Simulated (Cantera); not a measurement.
A perfectly stirred reactor is fed with CO : H2 : O2 : N2 = 1 : 0.089 : 0.454 : 1.71 (molar parts), equivalence ratio 1.2, at 5.10 bar; it is adiabatic with a 475 K inlet, and is followed from long to short residence time, starting on the burning branch (τ in s: 0.075, 0.028, 0.01, 0.0039, 0.0015, 0.00055, 0.0002, 7.6e-05, 2.8e-05, 1.1e-05).

Cantera simulation using GRI-Mech 3.0 (53 species, 325 reactions); the numbers are that mechanism's predictions, not measurements. The hydrogen kinetics of GRI-Mech 3.0 are dated; newer H2 mechanisms differ, most at raised pressure.

One state of this run: T (K) = 2308; x CO = 0.108; x H2 = 0.00197; x O2 = 0.0208; x NO = 0.000689; x OH = 0.00464; x H2O2 = 1.22e-7; x NO2 = 6.24e-7. x: mole fraction; the columns are a selection and need not sum to one.

Which value of τ (s) does it belong to?
A) 0.010
B) 0.00020
C) 0.00055
D) 0.0039

C, 0.00055
